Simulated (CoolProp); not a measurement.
Oxygen along the isobar 7.49 MPa: density (kg/m³) from the reference equation and from simpler models built on Tc = 154.6 K, pc = 5.046 MPa, ω = 0.022; each cubic takes its own stable root.

Model: reference Helmholtz-energy equation of state, Schmidt 1985, in CoolProp. Above 300 K oxygen's equation is extrapolated.

```csv
T (K),phase,reference
113.7,liquid,1040
135.6,liquid,905.0
157.6,supercritical,675.9
179.5,supercritical,261.1
201.5,supercritical,185.5
223.4,supercritical,151.8
245.4,supercritical,130.7
267.3,supercritical,115.9
289.2,supercritical,104.6
311.2,supercritical,95.57
333.1,supercritical,88.19
355.1,supercritical,81.97
377,supercritical,76.67
399,supercritical,72.06
420.9,supercritical,68.03
442.9,supercritical,64.44
```

**Question.** How far does each simpler model (van der Waals, Peng-Robinson) lie from the reference over these 16 states: mean and median of the absolute difference, and the worst?

**Answer.** 
- van der Waals: mean 7.5 %, median 2.9 %, worst -29.5 % at 113.7 K and 7.49 MPa
- Peng-Robinson: mean 2.8 %, median 1.7 %, worst +11.8 % at 113.7 K and 7.49 MPa
